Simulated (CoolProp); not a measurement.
C3F8 (R218) along the isotherm -73.55 °C: density (kg/m³) from the reference equation and from simpler models built on Tc = 71.9 °C, pc = 2.640 MPa, ω = 0.317; each cubic takes its own stable root.

The numbers come from the reference Helmholtz-energy equation of state, Lemmon 2006 in CoolProp. It is a short technical equation, of lower accuracy than the large ones.

```tsv
p (MPa)	phase	reference
0.508	liquid	1749
1.02	liquid	1751
1.52	liquid	1752
2.03	liquid	1754
2.54	liquid	1755
3.05	liquid	1757
3.55	liquid	1758
4.06	liquid	1759
4.57	liquid	1761
5.08	liquid	1762
5.59	liquid	1764
6.09	liquid	1765
6.6	liquid	1766
```

**Question.** How far does each simpler model (van der Waals, Redlich-Kwong) lie from the reference over these 13 states: mean and median of the absolute difference, and the worst?

**Answer.** 
- van der Waals: mean 36.9 %, median 36.9 %, worst -38.0 % at -73.55 °C and 0.508 MPa
- Redlich-Kwong: mean 8.0 %, median 8.0 %, worst -8.5 % at -73.55 °C and 0.508 MPa
